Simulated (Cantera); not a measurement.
A perfectly stirred reactor is fed with CO : O2 : H2O : N2 = 0.011 : 0.047 : 0.053 : 1 (molar parts), at 190000 Pa; it is held at 1250 K, and followed from long to short residence time.

Computed with Cantera and GRI-Mech 3.0 (53 species, 325 reactions).

Q: What does this change do: temperature 1250 to 1398 K?

A: 
| quantity | before | after |
|---|---|---|
| x(CO) at τ = 6.20 s | 2.38e-5 | 1.08e-5 |
| x(O2) at τ = 6.20 s | 0.0375 | 0.0375 |
| x(H2O) at τ = 6.20 s | 0.0479 | 0.0479 |
| x(H2O2) at τ = 6.20 s | 1.35e-8 | 7.12e-9 |
| x(HO2) at τ = 6.20 s | 1.51e-7 | 7.23e-8 |
| x(CO) at τ = 27.0 ms | 0.000970 | 0.000434 |
| x(O2) at τ = 27.0 ms | 0.0380 | 0.0377 |
| x(H2O) at τ = 27.0 ms | 0.0479 | 0.0478 |
| x(H2O2) at τ = 27.0 ms | 2.53e-7 | 1.29e-7 |
| x(HO2) at τ = 27.0 ms | 4.57e-6 | 2.15e-6 |
